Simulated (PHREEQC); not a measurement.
## Buffer: an equilibrium model

Consider water at 25 °C with 14 mmol/kgw NaH2PO4 and 3.6 mmol/kgw K2HPO4. Closed to the air; pH follows from the charge balance.

Model: ion-association model, wateq4f.dat, run in PHREEQC.

No solid was allowed to form.

Q: Estimate the pH, ionic strength.

A: pH 6.42; ionic strength 0.0246 mol/kgw.

Q: In which forms is P present?

A: H2PO4- 80 %, HPO4-2 20 % of the P.

Species that the database lacks are ignored. H3PO4, which wateq4f.dat lacks, is added to it with the constant of phreeqc.dat.
